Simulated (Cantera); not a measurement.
A perfectly stirred reactor is fed with C2H4 : H2 = 1 : 17 (molar parts), at 460 Pa; it is held at 1875 K, and followed from long to short residence time.

Cantera simulation using GRI-Mech 3.0 (53 species, 325 reactions); the numbers are that mechanism's predictions, not measurements. GRI-Mech 3.0 was tuned for natural gas; its chemistry of ethylene as a main component is partial and can be far from experiment. GRI-Mech 3.0 stops at C3 and has no aromatics, soot or wall deposition, so with more carbon than oxygen in the feed, carbon stays in small species such as C2H2 where larger ones or solid carbon would form. Radical loss at walls, strong at low pressure, is not modelled.

Question: Predict: x(C2H4) at τ = 23.0 s; x(H2) at τ = 23.0 s; x(H) at τ = 23.0 s; x(CH4) at τ = 23.0 s; x(CH3) at τ = 23.0 s; x(C2H4) at τ = 0.180 s; x(H2) at τ = 0.180 s; x(H) at τ = 0.180 s; x(CH4) at τ = 0.180 s; x(CH3) at τ = 0.180 s.

Answer: 
- x(C2H4) at τ = 23.0 s: 5.83e-6
- x(H2) at τ = 23.0 s: 0.940
- x(H) at τ = 23.0 s: 0.00747
- x(CH4) at τ = 23.0 s: 3.47e-5
- x(CH3) at τ = 23.0 s: 5.51e-6
- x(C2H4) at τ = 0.180 s: 0.00297
- x(H2) at τ = 0.180 s: 0.947
- x(H) at τ = 0.180 s: 0.000343
- x(CH4) at τ = 0.180 s: 1.13e-5
- x(CH3) at τ = 0.180 s: 8.84e-8
